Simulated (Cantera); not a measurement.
Input: 1 mol SiCl4, 0.66 mol HCl, a varied amount of H2, at 19.5 Torr.

Cantera equilibrium calculation (NASA polynomials, part measured and part estimated; ideal gas, pure solids and liquids). Candidate condensed phases: Si; 19 gas species. The tables' values for SiCl3 are old estimates. Kinetics and transport are ignored.

What condenses at these points (T in K, n(H2) in mol): (1498, 81); (1648, 200); (1873, 200); (2248, 320); (2323, 65)?


```tsv
T (K)	n(H2) in mol	condensed phases	Si condensed (%)
1498	81	Si	46.9
1648	200	Si	69.7
1873	200	Si	65.3
2248	320	gas only	0.0
2323	65	gas only	0.0
```
